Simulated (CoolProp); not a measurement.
Toluene at 298.15 K and 0.224 MPa flows at 0.74 m/s in a round tube of 12.7 mm bore and 1.5 µm roughness, fully developed (64/Re and Nu = 3.66 if laminar; Colebrook and Gnielinski if turbulent). Each further row changes one setting.

Values from CoolProp's reference Helmholtz-energy equation of state, Lemmon 2006. It is a short technical equation, of lower accuracy than the large ones.

```tsv
case	Reynolds number	Darcy friction factor	pressure drop (Pa/m)	heat-transfer coefficient (W/(m² K))	mass flow (kg/h)
as stated	14700	0.0282	524	1160	291
velocity 1.48 m/s	29300	0.0239	1780	2160	582
diameter 25.4 mm	29300	0.0238	221	1080	1160
```

Viscosity comes from a separate model (Avgeri 2015). Thermal conductivity comes from a separate model (Assael 2012).
